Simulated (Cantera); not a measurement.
Input: 1 mol FeS₂, 0.93 mol H₂, 68 mol N₂, at 1.20 mbar.

Equilibrium computed with Cantera from the NASA thermochemical tables; the gas is ideal and each condensed phase is pure. Candidate condensed phases: Fe, FeS, FeS₂, S; 16 gas species. FeS: taken at fixed stoichiometry. Gases not in the tables: S₃ to S₇. The numbers say what is thermodynamically allowed, not how fast it happens.

### Question
Which condensed phases are stable at each of these points (T (°C)): 527, 677, 827, 977, 1127, 1277, 1427, 1577?

### Answer
```csv
T (°C),condensed phases,Fe condensed (%)
527,FeS(s),100.0
677,FeS(s),100.0
827,FeS(s),100.0
977,FeS(s),100.0
1127,FeS(s),99.9
1277,Fe(γ),97.6
1427,Fe(δ),63.1
1577,gas only,0.0
```

From 527 °C to 1127 °C the condensed part is FeS(s). At 1277 °C the condensed part is Fe(γ). At 1427 °C the condensed part is Fe(δ). At 1577 °C nothing is condensed.
